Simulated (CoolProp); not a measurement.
The numbers come from the reference Helmholtz-energy equation of state, Gao 2022 in CoolProp.

Task: For n-perfluorohexane, give the phase and the density (kg/m³), cp (kJ/(kg K)), cv (kJ/(kg K)), speed of sound (m/s) at 442 K and 1.4 bar.

Result: 
- 442 K and 1.4 bar: gas; density 13.3, cp 1.01, cv 0.977, speed of sound 103
